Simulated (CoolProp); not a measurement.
Values from CoolProp's reference Helmholtz-energy equation of state, Gao 2020.

**Question.** For ammonia, give the phase and the cp (kJ/(kg K)), isothermal compressibility (1/MPa), viscosity (µPa s) at 715.3 K and 8.99 MPa.

**Answer.** 
- 715.3 K and 8.99 MPa: gas; cp 3.03, isothermal compressibility 0.114, viscosity 26.5

Viscosity comes from a separate model (Fenghour 1995).
